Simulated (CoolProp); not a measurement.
Vapour-liquid equilibrium of R143a (1) + R152A (2) at 226.7 K; x and y are mole fractions of (1).

The numbers come from the multi-fluid Helmholtz-energy mixture model, Lemmon and Jacobsen 2000 and Outcalt 1996; pair parameters Bell 2016 in CoolProp.

Give the bubble pressure and the first vapour's composition at x = 0.2, 0.35, 0.875. Is there an azeotrope?

x = 0.2: 0.05203 MPa, y = 0.473; x = 0.35: 0.06352 MPa, y = 0.637; x = 0.875: 0.09737 MPa, y = 0.945. No azeotrope shows between x = 0.05 and 0.95.

Pair parameters are fitted to limited data, so mixtures are less certain than the pure fluids.
